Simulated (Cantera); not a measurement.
A closed system holds: 1 mol HF, 7.6 mol H2O, equilibrated at 0.120 bar.

These are equilibrium values from Cantera (NASA tables, ideal gas, pure condensed phases), not measurements of a reactor. Candidate condensed phases: H2O; 22 gas species. Rates play no part. All values below are at 575 K.

Base state: H2O 0.884, HF 0.116 (mole fractions); condensed: gas only.

**Question.** What changes in the equilibrium state with this change: HF replaced by HI?

**Answer.** 
```tsv
species	before	after
H2O	0.884	0.884
HI	0	0.0959
H2	<1e-9	0.0102
HF	0.116	0
I2	0	0.0102
I	0	1.80e-5
```
Further candidate phases: I2.
